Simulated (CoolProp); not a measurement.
Vapour-liquid equilibrium of carbon dioxide (1) + propane (2) at 230.7 K; x and y are mole fractions of (1).

The numbers come from the multi-fluid Helmholtz-energy mixture model, Span 1996 and Lemmon 2009; pair parameters Kunz 2012 in CoolProp.

```json
[
 {"x": "0.05", "bubble pressure (bar)": "1.882", "y at the bubble point": "0.481", "dew pressure at overall composition x (bar)": "1.050", "liquid density (mol/L)": "13.47"},
 {"x": "0.2", "bubble pressure (bar)": "4.431", "y at the bubble point": "0.799", "dew pressure at overall composition x (bar)": "1.242", "liquid density (mol/L)": "14.40"},
 {"x": "0.35", "bubble pressure (bar)": "6.277", "y at the bubble point": "0.871", "dew pressure at overall composition x (bar)": "1.518", "liquid density (mol/L)": "15.49"},
 {"x": "0.5", "bubble pressure (bar)": "7.319", "y at the bubble point": "0.899", "dew pressure at overall composition x (bar)": "1.948", "liquid density (mol/L)": "16.81"},
 {"x": "0.65", "bubble pressure (bar)": "7.894", "y at the bubble point": "0.915", "dew pressure at overall composition x (bar)": "2.715", "liquid density (mol/L)": "18.50"},
 {"x": "0.8", "bubble pressure (bar)": "8.374", "y at the bubble point": "0.934", "dew pressure at overall composition x (bar)": "4.453", "liquid density (mol/L)": "20.81"},
 {"x": "0.95", "bubble pressure (bar)": "8.961", "y at the bubble point": "0.974", "dew pressure at overall composition x (bar)": "8.667", "liquid density (mol/L)": "24.14"}
]
```

No azeotrope shows between x = 0.05 and 0.95.

Pair parameters are fitted to limited data, so mixtures are less certain than the pure fluids. With so large a gap from Raoult's law the liquid may split in two, which this calculation doesn't test in full.
